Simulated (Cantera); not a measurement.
TEOS + NO (silicon oxide and oxynitride deposition)

Input: 1 mol TEOS, a varied amount of NO, equilibrated at 627 °C and 0.100 bar.

Equilibrium computed with Cantera from the NASA thermochemical tables; the gas is ideal and each condensed phase is pure. Candidate condensed phases: C, C₆H₆, C₇H₈, C₈H₁₈, H₂O, Si, SiC, SiO₂, Si₂N₂O, Si₃N₄; 151 gas species. The feed counts by its element totals alone. Rates play no part.

```json
[
 {"n(NO) (mol)": "0.54", "x H₂": "0.763", "x N₂": "0.0223", "x H₂O": "0.0287", "x CO": "0.155", "x CO₂": "0.0134", "x O₂": "<1e-12", "x CH₄": "0.0182", "n C(graphite)": "5.75", "n SiO₂(β-quartz)": "1.00"},
 {"n(NO) (mol)": "0.89", "x H₂": "0.733", "x N₂": "0.0355", "x H₂O": "0.0300", "x CO": "0.169", "x CO₂": "0.0159", "x O₂": "<1e-12", "x CH₄": "0.0168", "n C(graphite)": "5.48", "n SiO₂(β-quartz)": "1.00"},
 {"n(NO) (mol)": "1.5", "x H₂": "0.687", "x N₂": "0.0561", "x H₂O": "0.0317", "x CO": "0.190", "x CO₂": "0.0202", "x O₂": "<1e-12", "x CH₄": "0.0147", "n C(graphite)": "5.00", "n SiO₂(β-quartz)": "1.00"},
 {"n(NO) (mol)": "2.4", "x H₂": "0.629", "x N₂": "0.0824", "x H₂O": "0.0331", "x CO": "0.217", "x CO₂": "0.0262", "x O₂": "<1e-12", "x CH₄": "0.0124", "n C(graphite)": "4.28", "n SiO₂(β-quartz)": "1.00"},
 {"n(NO) (mol)": "3.9", "x H₂": "0.552", "x N₂": "0.118", "x H₂O": "0.0337", "x CO": "0.252", "x CO₂": "0.0354", "x O₂": "<1e-12", "x CH₄": "0.00949", "n C(graphite)": "3.09", "n SiO₂(β-quartz)": "1.00"},
 {"n(NO) (mol)": "6.4", "x H₂": "0.458", "x N₂": "0.161", "x H₂O": "0.0326", "x CO": "0.294", "x CO₂": "0.0482", "x O₂": "<1e-12", "x CH₄": "0.00654", "n C(graphite)": "1.08", "n SiO₂(β-quartz)": "1.00"},
 {"n(NO) (mol)": "10", "x H₂": "0.364", "x N₂": "0.218", "x H₂O": "0.0695", "x CO": "0.241", "x CO₂": "0.106", "x O₂": "<1e-12", "x CH₄": "0.00127", "n C(graphite)": "0", "n SiO₂(β-quartz)": "1.00"},
 {"n(NO) (mol)": "17", "x H₂": "0.179", "x N₂": "0.321", "x H₂O": "0.198", "x CO": "0.0851", "x CO₂": "0.217", "x O₂": "<1e-12", "x CH₄": "1.86e-5", "n C(graphite)": "0", "n SiO₂(β-quartz)": "1.00"},
 {"n(NO) (mol)": "28", "x H₂": "1.23e-11", "x N₂": "0.412", "x H₂O": "0.294", "x CO": "4.27e-12", "x CO₂": "0.235", "x O₂": "0.0588", "x CH₄": "<1e-12", "n C(graphite)": "0", "n SiO₂(β-quartz)": "1.00"}
]
```
x: gas mole fraction; n: condensed amount in mol.

From 0.54 mol NO to 6.4 mol NO the condensed part is C(graphite) + SiO₂(β-quartz). From 10 mol NO to 28 mol NO the condensed part is SiO₂(β-quartz).
